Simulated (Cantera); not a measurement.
Input: 1 mol Si2Cl6, 0.033 mol HCl, 7.5 mol N2, equilibrated at 590 Pa.

Cantera equilibrium calculation (NASA polynomials, part measured and part estimated; ideal gas, pure solids and liquids). Candidate condensed phases: NH4Cl, Si, Si3N4; 28 gas species. The feed counts by its element totals alone. N2 is the only nitrogen source here; it is nearly inert below about 1500 K, so the nitride shown seldom forms there in practice. Rates play no part.

### Question
At 850 K, list the 4 most abundant gas species with their mole fractions, and the condensed phases.

### Answer
N2 0.824, SiCl4 0.172, HCl 0.00377, H2 1.22e-5. Condensed: Si3N4(s).
